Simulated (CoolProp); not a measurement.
A single-stage vapour-compression cycle with ammonia: evaporating at 221.15 K (dew point), condensing at 288.15 K (bubble point), superheat 0 K, subcooling 2 K, compressor efficiency 0.6, no pressure losses. Each further row changes one setting.

Values from CoolProp's reference Helmholtz-energy equation of state, Gao 2020.

```tsv
case	cooling COP	pressure ratio	discharge temperature (K)	refrigerating effect (kJ/kg)	volumetric capacity (kJ/m³)
as stated	1.46	20.1	562.1	1130	383
evaporating temperature 226.15 K	1.67	15.0	531.0	1140	509
condensing temperature 283.15 K	1.62	17.0	539.1	1150	391
subcooling 7 K	1.49	20.1	562.1	1150	391
superheat 10 K	1.43	20.1	583.5	1150	373
compressor efficiency 0.5	1.22	20.1	620.2	1130	383
```
